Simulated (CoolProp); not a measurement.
The fluid at 298.15 K and 9.77 MPa flows at 2.5 m/s in a round tube of 20 mm bore and 15 µm roughness, fully developed (64/Re and Nu = 3.66 if laminar; Colebrook and Gnielinski if turbulent). The same conditions are run with several fluids, on thermodynamics alone (safety and materials aside).

Model: reference Helmholtz-energy equation of state of each fluid (CF4 (R14): Platzer 1990; methane: Setzmann 1991; oxygen: Schmidt 1985; dry air: Lemmon 2000; normal hydrogen: Leachman 2009), in CoolProp. The equations of Platzer and Polt are older, rougher fits. Blends and air are pseudo-pure fits.

```csv
fluid,Reynolds number,Darcy friction factor,pressure drop (Pa/m),heat-transfer coefficient (W/(m² K)),mass flow (kg/h)
CF4 (R14),808000,0.0188,1450,2900,1400
methane,270000,0.0196,227,1400,209
oxygen,288000,0.0195,404,958,374
dry air,281000,0.0196,352,905,326
normal hydrogen,41600,0.0240,28.1,952,21.2
```

Transport values come from each fluid's own correlations; those of CF4 (R14) are estimates that may be off by 10 % or more.
